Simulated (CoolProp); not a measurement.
Cyclopropane at several states: Z from the reference equation and from simpler models built on Tc = 125.5 °C, pc = 5605 kPa, ω = 0.131; each cubic takes its own stable root.

Model: reference Helmholtz-energy equation of state, Polt 1992, in CoolProp. This equation is an older, rougher fit.

```tsv
T (°C)	p (kPa)	phase	reference
77.55	15.4	gas	0.9986
49.55	95.7	gas	0.9883
104.65	357	gas	0.9736
87.85	534	gas	0.9535
```

### Question
How far does each simpler model (Pitzer virial, van der Waals, Redlich-Kwong, Soave-Redlich-Kwong) lie from the reference over these 4 states: mean and median of the absolute difference, and the worst?

### Answer
- Pitzer virial: mean 0.1 %, median 0.0 %, worst +0.2 % at 87.85 °C and 534 kPa
- van der Waals: mean 0.5 %, median 0.4 %, worst +1.0 % at 87.85 °C and 534 kPa
- Redlich-Kwong: mean 0.1 %, median 0.1 %, worst +0.2 % at 87.85 °C and 534 kPa
- Soave-Redlich-Kwong: mean 0.1 %, median 0.1 %, worst +0.1 % at 87.85 °C and 534 kPa
